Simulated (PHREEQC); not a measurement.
A solution holds 0.063 mol/kgw MgCl2, 0.3 mol/kgw NaHCO3 and 0.0093 mol/kgw KCl, at 78 °C. Closed to the air; pH follows from the charge balance.

All values are PHREEQC results (Pitzer model, pitzer.dat), not measurements.

This is a speciation only: nothing precipitates in the calculation.

Q: Predict the pH.

A: pH 7.48.

Q: In which forms is Mg present?

A: Mg+2 91 %, MgCO3 9.4 % of the Mg.

Saturation is exceeded, for instance for Magnesite (slow to form); the values hold only as long as no solid forms. Species that the database lacks are ignored. At this temperature some constants are extrapolated from 25 °C, and those without enthalpy data are left unchanged.
